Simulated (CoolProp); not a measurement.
R114 at several states: Z from the reference equation and from simpler models built on Tc = 420.6 K, pc = 3352 kPa, ω = 0.252; each cubic takes its own stable root.

Computed with CoolProp (reference Helmholtz-energy equation of state, Platzer 1990). This equation is an older, rougher fit; its heat capacities, sound speeds and derivatives of the liquid may be far off and weren't checked against measurements.

```csv
T (K),p (kPa),phase,reference
431.6,5210,supercritical,0.2845
495.5,1240,gas,0.9261
394.6,562,gas,0.9258
425.5,48.2,gas,0.9953
410.5,3460,liquid,0.1804
286.8,14300,liquid,0.6670
```

**Question.** How far does each simpler model (van der Waals, Redlich-Kwong, Soave-Redlich-Kwong) lie from the reference over these 6 states: mean and median of the absolute difference, and the worst?

**Answer.** 
- van der Waals: mean 21.1 %, median 15.3 %, worst +48.4 % at 410.5 K and 3460 kPa
- Redlich-Kwong: mean 5.9 %, median 2.5 %, worst +18.8 % at 410.5 K and 3460 kPa
- Soave-Redlich-Kwong: mean 5.3 %, median 1.1 %, worst +15.5 % at 410.5 K and 3460 kPa
